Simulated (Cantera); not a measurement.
**Thermodynamics of hydrogen reduction and annealing atmospheres, feed CuO + H2 + N2**

Input: 1 mol CuO, 330 mol H2, 3.7 mol N2, equilibrated at 1.00 bar.

Method: chemical equilibrium by Gibbs-energy minimisation in Cantera with the NASA 1993 tables (ideal gas, pure condensed phases). Candidate condensed phases: Cu, CuO, Cu(OH)2, Cu2O, H2O; 27 gas species. The numbers say what is thermodynamically allowed, not how fast it happens.

```json
[
 {"T (°C)": "700", "x H2": "0.986", "x N2": "0.0111", "x H": "1.07e-9", "x H2O": "0.00300", "x Cu": "5.13e-12", "x NH3": "7.20e-5", "x Cu2": "<1e-12", "n Cu(s)": "1.00", "n Cu(l)": "0"},
 {"T (°C)": "800", "x H2": "0.986", "x N2": "0.0111", "x H": "1.39e-8", "x H2O": "0.00300", "x Cu": "2.38e-10", "x NH3": "3.81e-5", "x Cu2": "<1e-12", "n Cu(s)": "1.00", "n Cu(l)": "0"},
 {"T (°C)": "900", "x H2": "0.986", "x N2": "0.0111", "x H": "1.17e-7", "x H2O": "0.00300", "x Cu": "5.71e-9", "x NH3": "2.24e-5", "x Cu2": "<1e-12", "n Cu(s)": "1.000", "n Cu(l)": "0"},
 {"T (°C)": "1000", "x H2": "0.986", "x N2": "0.0111", "x H": "7.08e-7", "x H2O": "0.00300", "x Cu": "8.24e-8", "x NH3": "1.43e-5", "x Cu2": "5.17e-12", "n Cu(s)": "1.000", "n Cu(l)": "0"},
 {"T (°C)": "1100", "x H2": "0.986", "x N2": "0.0111", "x H": "3.31e-6", "x H2O": "0.00300", "x Cu": "7.90e-7", "x NH3": "9.69e-6", "x Cu2": "1.25e-10", "n Cu(s)": "0", "n Cu(l)": "1.000"},
 {"T (°C)": "1200", "x H2": "0.986", "x N2": "0.0111", "x H": "1.26e-5", "x H2O": "0.00300", "x Cu": "5.17e-6", "x NH3": "6.93e-6", "x Cu2": "1.70e-9", "n Cu(s)": "0", "n Cu(l)": "0.998"},
 {"T (°C)": "1300", "x H2": "0.986", "x N2": "0.0111", "x H": "4.04e-5", "x H2O": "0.00300", "x Cu": "2.65e-5", "x NH3": "5.17e-6", "x Cu2": "1.63e-8", "n Cu(s)": "0", "n Cu(l)": "0.991"},
 {"T (°C)": "1400", "x H2": "0.986", "x N2": "0.0111", "x H": "0.000113", "x H2O": "0.00300", "x Cu": "0.000111", "x NH3": "4.00e-6", "x Cu2": "1.17e-7", "n Cu(s)": "0", "n Cu(l)": "0.963"},
 {"T (°C)": "1500", "x H2": "0.985", "x N2": "0.0111", "x H": "0.000282", "x H2O": "0.00300", "x Cu": "0.000394", "x NH3": "3.18e-6", "x Cu2": "6.71e-7", "n Cu(s)": "0", "n Cu(l)": "0.868"},
 {"T (°C)": "1600", "x H2": "0.984", "x N2": "0.0111", "x H": "0.000640", "x H2O": "0.00299", "x Cu": "0.00122", "x NH3": "2.59e-6", "x Cu2": "3.16e-6", "n Cu(s)": "0", "n Cu(l)": "0.591"},
 {"T (°C)": "1700", "x H2": "0.982", "x N2": "0.0110", "x H": "0.00134", "x H2O": "0.00299", "x Cu": "0.00297", "x NH3": "2.15e-6", "x Cu2": "9.92e-6", "n Cu(s)": "0", "n Cu(l)": "0"},
 {"T (°C)": "1800", "x H2": "0.980", "x N2": "0.0110", "x H": "0.00260", "x H2O": "0.00298", "x Cu": "0.00297", "x NH3": "1.82e-6", "x Cu2": "5.60e-6", "n Cu(s)": "0", "n Cu(l)": "0"},
 {"T (°C)": "1900", "x H2": "0.978", "x N2": "0.0110", "x H": "0.00477", "x H2O": "0.00298", "x Cu": "0.00297", "x NH3": "1.57e-6", "x Cu2": "3.32e-6", "n Cu(s)": "0", "n Cu(l)": "0"},
 {"T (°C)": "2000", "x H2": "0.975", "x N2": "0.0110", "x H": "0.00829", "x H2O": "0.00297", "x Cu": "0.00297", "x NH3": "1.36e-6", "x Cu2": "2.05e-6", "n Cu(s)": "0", "n Cu(l)": "0"}
]
```
x: gas mole fraction; n: condensed amount in mol.

From 700 °C to 1000 °C the condensed part is Cu(s). From 1100 °C to 1600 °C the condensed part is Cu(l). From 1700 °C to 2000 °C nothing is condensed.
